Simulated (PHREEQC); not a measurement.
Solution (25 °C): 0.037 mol TMAH, 0.003 mol Na2SiO3 and 0.032 mol Na2CO3 per kg of water. Closed to the air; pH follows from the charge balance.

Model: ion-association model, wateq4f.dat, run in PHREEQC.

| Quantity | Value |
|---|---|
| pH | 12.47 |
| ionic strength | 0.121 mol/kgw |
| total alkalinity | 107 meq/kg |

```csv
species,molality,activity,log γ
Na+,0.0607,0.0469,-0.113
OH-,0.0392,0.0293,-0.127
(CH3)4N+,0.0370,0.0279,-0.122
CO3-2,0.0227,0.00824,-0.439
NaCO3-,0.00926,0.00719,-0.110
H3SiO4-,0.00212,0.00160,-0.122
H2SiO4-2,0.000878,0.000319,-0.439
HCO3-,7.72e-5,5.99e-5,-0.110
H4SiO4,3.60e-6,3.70e-6,0.012
NaHCO3,1.53e-6,1.58e-6,0.012
```

This is a speciation only: nothing precipitates in the calculation. (CH3)4N+ isn't in the database: it is added as a free cation with an ion size of 4 Å.
